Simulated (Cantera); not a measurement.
What does this Cantera script print?

```python
import numpy as np
import cantera as ct

surf = ct.Interface("diamond.yaml", "diamond_100")
gas, bulk = surf.adjacent["gas"], surf.adjacent["diamond"]
k = surf.kinetics_species_index(bulk.species_names[0])
cover = ["c6HH", "c6H*", "c6*H", "c6**", "c6HM", "c6B"]

rows, drift = [], 0.0
print(f"{'T':>10s}{'um/h':>11s}" + "".join(f"{s:>11s}" for s in cover))
for v in [925, 1000, 1075, 1150, 1225, 1300, 1375]:
    T, P, xH, xCH3 = v, 25000, 0.00087, 0.00039
    gas.TPX = T, P, {"H": xH, "CH3": xCH3, "CH4": 0.006, "H2": 1 - xH - xCH3 - 0.006}
    surf.TP = bulk.TP = T, P
    surf.coverages = "c6H*:0.1, c6HH:0.9"
    surf.advance_coverages(100.0)
    before = surf.coverages
    surf.advance_coverages(100.0)
    drift = max(drift, np.max(np.abs(surf.coverages - before) / (surf.coverages + 1e-9)))
    rate = surf.net_production_rates[k] * bulk.mean_molecular_weight / bulk.density * 3.6e9
    rows.append([rate, *surf[cover].coverages])
    print(f"{v:10.4g}{rate:11.4e}" + "".join(f"{x:11.3e}" for x in rows[-1][1:]))
```

Result:

```
         T       um/h       c6HH       c6H*       c6*H       c6**       c6HM        c6B
       925 2.3784e+01  4.771e-01  8.631e-03  2.213e-01  3.339e-03  2.275e-01  6.454e-08
      1000 3.5528e+01  4.649e-01  1.391e-02  2.842e-01  6.208e-03  1.684e-01  9.641e-08
      1075 4.2934e+01  4.562e-01  2.080e-02  3.493e-01  1.034e-02  1.101e-01  1.165e-07
      1150 3.4943e+01  4.551e-01  2.947e-02  4.172e-01  1.571e-02  5.056e-02  9.482e-08
      1225 1.9987e+01  4.456e-01  3.826e-02  4.663e-01  2.108e-02  1.489e-02  5.424e-08
      1300 1.2716e+01  4.298e-01  4.577e-02  4.887e-01  2.523e-02  3.589e-03  3.451e-08
      1375 1.0147e+01  4.193e-01  5.218e-02  4.951e-01  2.811e-02  8.522e-04  2.753e-08
```

Cantera simulation using the Harris–Goodwin 1993 mechanism for the reconstructed diamond (100) surface; the numbers are that mechanism's predictions, not measurements.
